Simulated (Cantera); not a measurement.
What does this Cantera script print?

```python
import numpy as np
import cantera as ct

gas_names = """
    C CH CH2 CH3 CH2OH CH3O CH4 CH3OH CN CO CO2 COOH C2 C2H CHCO,ketyl C2H2,acetylene C2H2,vinylidene
    CH2CO,ketene C2H3,vinyl CH3CN CH3CO,acetyl C2H4 C2H4O,ethylen CH3CHO,ethanal CH3COOH (HCOOH)2 C2H5
    C2H6 CH3OCH3 C2H5OH CCN CNC C2N2 C2O C3 C3H3,propargyl C3H4,allene C3H4,propyne C3H4,cyclo-
    C3H5,allyl C3H6,propylene C3H6,cyclo- C3H6O C3H7,n-propyl C3H7,i-propyl C3H8 C3H8O,1propanol
    C3H8O,2propanol C3O2 C4 C4H2 C4H4,1,3-cyclo- C4H6,butadiene C4H6,2-butyne C4H6,cyclo- C4H8,1-butene
    C4H8,cis2-buten C4H8,tr2-butene C4H8,isobutene C4H8,cyclo- (CH3COOH)2 C4H9,n-butyl C4H9,i-butyl
    C4H9,s-butyl C4H9,t-butyl C4H10,isobutane C4H10,n-butane C4N2 C5 C5H6,1,3cyclo- C5H8,cyclo-
    C5H10,1-pentene C5H10,cyclo- C5H11,pentyl C5H11,t-pentyl C5H12,n-pentane C5H12,i-pentane
    CH3C(CH3)2CH3 C6H2 C6H5,phenyl C6H5O,phenoxy C6H6 C6H5OH,phenol C6H10,cyclo- C6H12,1-hexene
    C6H12,cyclo- C6H13,n-hexyl C7H7,benzyl C7H8 C7H8O,cresol C7H14,1-heptene C7H15,n-heptyl
    C7H16,n-heptane C8H8,styrene C8H10,ethylbenz C8H16,1-octene C8H17,n-octyl C8H18,isooctane
    C8H18,n-octane C9H19,n-nonyl C10H8,naphthale C10H21,n-decyl C12H9,o-bipheny C12H10,bipheny H HCN HCO
    HCCN HNC HNCO HNO HNO2 HNO3 HO2 H2 HCHO,formaldehy HCOOH H2O H2O2 N NCO NH NH2 NH3 NH2OH NO NO2 NO3
    N2 N2H2 N2H4 N2O O OH O2 O3 Si SiC SiC2 SiC4H12 SiH SiH2 SiH3 SiH4 SiN SiO SiO2 Si2 Si2C Si2N Si3
""".split()
cond_names = """
    C(gr) C6H6(L) C7H8(L) C8H18(L),n-octa H2O(s) H2O(L) Si(cr) Si(L) SiC(b) SiO2(Lqz) SiO2(hqz) SiO2(L)
    Si2N2O(s) Si3N4(a)
""".split()


def load(file, names, dense=False):
    # The tables refer to 1 bar. Condensed volumes are neglected.
    table = {s.name: s for s in ct.Species.list_from_file(file)}
    out = []
    for n in names:
        d = dict(table[n].input_data)
        d["thermo"] = dict(d["thermo"], **{"reference-pressure": 1e5})
        if dense:
            d["equation-of-state"] = {"model": "constant-volume", "density": "1e6 g/cm^3"}
        out.append(ct.Species.from_dict(d))
    return out


gas = ct.Solution(thermo="ideal-gas", species=load("nasa_gas.yaml", gas_names))
cond = {s.name: ct.Solution(thermo="fixed-stoichiometry", species=[s], name=s.name)
        for s in load("nasa_condensed.yaml", cond_names, dense=True)}
atoms = {
    'SiC': {'Si': 1, 'C': 1},
    'H2O': {'H': 2, 'O': 1},
    'N2': {'N': 2},
    'O2': {'O': 2},
}
top_T = {'C(gr)': 4500, 'SiC(b)': 3050, 'Si2N2O(s)': 2100, 'Si3N4(a)': 2400}  # K; cautious upper limits of use, not melting points


def equilibrate(T, P, feed):
    n = {}
    for name, mol in feed.items():
        for a, k in atoms[name].items():
            n[a] = n.get(a, 0.0) + k * mol
    gas.TPX = T, P, n
    mass = sum(n.values()) * gas.mean_molecular_weight
    gas.equilibrate("TP")
    valid = [c for c in cond.values() if c.min_temp <= T <= top_T.get(c.name, c.max_temp)]
    mix = ct.Mixture([(gas, mass / gas.mean_molecular_weight)] + [(c, 0.0) for c in valid])
    mix.T, mix.P = T, P
    mix.equilibrate("TP", solver="vcs", rtol=1e-11, max_steps=5000)
    return mix


results = []
feed = {'SiC': 1, 'H2O': 0.001, 'N2': 30, 'O2': 0.013}  # mol
T = 1375  # K
P = 33000  # Pa
mix = equilibrate(T, P, feed)
results.append((T, P, feed, dict(zip(mix.species_names, mix.species_moles))))
print(gas.report(threshold=0.0001))
for i in range(1, mix.n_phases):
    print(f"{mix.phase(i).name:16s} {mix.phase_moles(i):12.5e} mol")
```

Output:

```
       temperature   1375 K
          pressure   33000 Pa
           density   0.080861 kg/m^3
  mean mol. weight   28.013 kg/kmol
   phase of matter   gas

                          1 kg             1 kmol
                     ---------------   ---------------
          enthalpy        1.2154e+06        3.4048e+07  J
   internal energy        8.0731e+05        2.2615e+07  J
           entropy            8855.5        2.4807e+05  J/K
    Gibbs function       -1.0961e+07       -3.0705e+08  J
 heat capacity c_p            1225.7             34337  J/K
 heat capacity c_v            928.94             26023  J/K

                      mass frac. Y      mole frac. X     chem. pot. / RT
                     ---------------   ---------------   ---------------
                N2           0.99998           0.99995           -26.857
     [ +150 minor]        2.1767e-05        5.2408e-05

C(gr)             9.99428e-01 mol
Si(cr)            0.00000e+00 mol
SiC(b)            0.00000e+00 mol
SiO2(hqz)         0.00000e+00 mol
Si2N2O(s)         2.64970e-02 mol
Si3N4(a)          3.15669e-01 mol
```

Cantera equilibrium calculation (NASA polynomials, part measured and part estimated; ideal gas, pure solids and liquids). N2 is the only nitrogen source here; it is nearly inert below about 1500 K, so the nitride shown seldom forms there in practice. Mutual solubility and eutectic melting of coexisting phases are not modelled.
